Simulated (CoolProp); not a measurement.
The numbers come from the reference Helmholtz-energy equation of state, de Reuck 1990 in CoolProp.

Q: For fluorine, give the phase and the cv (kJ/(kg K)), Joule-Thomson coefficient (K/MPa) at -189.85 °C and 0.249 bar; -189.85 °C and 9.08 bar.

A: 
- -189.85 °C and 0.249 bar: gas; cv 0.553, Joule-Thomson coefficient 27.3
- -189.85 °C and 9.08 bar: liquid; cv 0.827, Joule-Thomson coefficient -0.273
